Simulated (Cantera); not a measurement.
## Thermodynamics of silicon carbide growth, feed CH3SiH3 + C3H8 + H2

Feed: 1 mol CH3SiH3, 0.69 mol C3H8, 190 mol H2, equilibrated at 2475 K.

Method: chemical equilibrium by Gibbs-energy minimisation in Cantera with the NASA 1993 tables (ideal gas, pure condensed phases). Candidate condensed phases: C, C6H6, C7H8, C8H18, Si, SiC; 87 gas species. The feed counts by its element totals alone. Gases not in the tables: Si2H6 and higher silanes. Equilibrium is a limit: real reactors are often held back by kinetics, nucleation or transport.

From 0.750 Torr to 165 Torr nothing is condensed. From 345 Torr to 750 Torr the condensed part is SiC(s). The main Si-bearing gas is Si throughout.

```csv
P (Pa),x H2,x H,x C2H2 (acetylene),x Si,x SiC2,x SiH,x Si2C,n SiC(s)
100,0.492,0.499,0.00432,0.00311,0.000677,1.89e-5,1.39e-6,0
220,0.614,0.376,0.00515,0.00338,0.000703,3.41e-5,3.52e-6,0
460,0.710,0.280,0.00570,0.00358,0.000712,5.62e-5,8.10e-6,0
1000,0.789,0.200,0.00610,0.00372,0.000714,9.08e-5,1.87e-5,0
2200,0.849,0.140,0.00639,0.00378,0.000705,0.000142,4.17e-5,0
4600,0.890,0.0989,0.00658,0.00373,0.000683,0.000207,8.42e-5,0
10000,0.920,0.0683,0.00671,0.00355,0.000642,0.000296,0.000165,0
22000,0.942,0.0466,0.00680,0.00321,0.000575,0.000401,0.000295,0
46000,0.957,0.0325,0.00653,0.00230,0.000390,0.000419,0.000309,0.201
100000,0.970,0.0222,0.00593,0.00112,0.000170,0.000303,0.000150,0.570
```
x: gas mole fraction; n: condensed amount in mol.
